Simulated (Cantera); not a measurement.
A freely propagating, adiabatic, planar premixed flame of 7.36 % CH4, 7.36 % CO, 16.7 % O2, 68.6 % N2, unburnt at 375 K and 750 Torr; mixture-averaged transport, grid criteria slope 0.08 and curve 0.16, no radiation.

Cantera simulation using GRI-Mech 3.0 (53 species, 325 reactions); the numbers are that mechanism's predictions, not measurements. Burning velocities carry a grid error of a few per cent, more on coarse grids.

Q: Predict: laminar burning velocity; thermal thickness; peak x(C2H2).

A: 
* **laminar burning velocity**: 62.2 cm/s
* **thermal thickness**: 0.388 mm
* **peak x(C2H2)**: 4.08e-5
